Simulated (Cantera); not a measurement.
Thermodynamics of calcination and drying, feed Mg(OH)2 + H2 + H2O + CO2

Input: 1 mol Mg(OH)2, 0.99 mol H2, 0.64 mol H2O, 7.7 mol CO2, held at 1175 °C and 105 Torr.

Cantera equilibrium calculation (NASA polynomials, part measured and part estimated; ideal gas, pure solids and liquids). Candidate condensed phases: C, C6H6, C7H8, C8H18, H2O, Mg, MgCO3, MgO, Mg(OH)2; 116 gas species. The numbers say what is thermodynamically allowed, not how fast it happens.

- x(CO2) = 0.662
- x(H2O) = 0.242
- x(CO) = 0.0830
- x(H2) = 0.0128
- x(H) = 2.79e-6
- x(OH) = 1.25e-6
- n(MgO(s)) = 1.00 mol
- gas amount = 10.33 mol
- log10 activity of C(graphite) (absent) = -5.81
- log10 activity of Mg(l) (absent) = -11.16
